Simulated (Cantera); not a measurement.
A closed system holds: 1 mol HF, 0.64 mol O2, held at 2877 °C and 10.0 Torr.

Method: chemical equilibrium by Gibbs-energy minimisation in Cantera with the NASA 1993 tables (ideal gas, pure condensed phases). Candidate condensed phases: H2O; 22 gas species. Equilibrium is a limit: real reactors are often held back by kinetics, nucleation or transport.

Base state: O 0.401, HF 0.307, F 0.116, H 0.0959, O2 0.0628, OH 0.0142, H2 0.00204, H2O 0.000815 (mole fractions); condensed: gas only.

What changes in the equilibrium state with this change: HF replaced by H2S?


```csv
species,before,after
H,0.0959,0.440
O,0.401,0.182
S,0,0.168
HF,0.307,0
F,0.116,0
SO,0,0.0991
SO2,0,0.0117
H2,0.00204,0.0430
O2,0.0628,0.0129
OH,0.0142,0.0295
SH,0,0.00373
S2,0,0.00254
H2S,0,2.03e-5
S2O,0,1.69e-5
```
Further candidate phases: H2SO4, S.

What changes in the equilibrium state with this change: O2 from 0.64 to 0.086 mol?


```json
[
 {"species": "HF", "before": "0.307", "after": "0.583"},
 {"species": "F", "before": "0.116", "after": "0.153"},
 {"species": "H", "before": "0.0959", "after": "0.138"},
 {"species": "O", "before": "0.401", "after": "0.111"},
 {"species": "O2", "before": "0.0628", "after": "0.00480"},
 {"species": "OH", "before": "0.0142", "after": "0.00564"},
 {"species": "H2", "before": "0.00204", "after": "0.00422"},
 {"species": "H2O", "before": "0.000815", "after": "0.000466"}
]
```
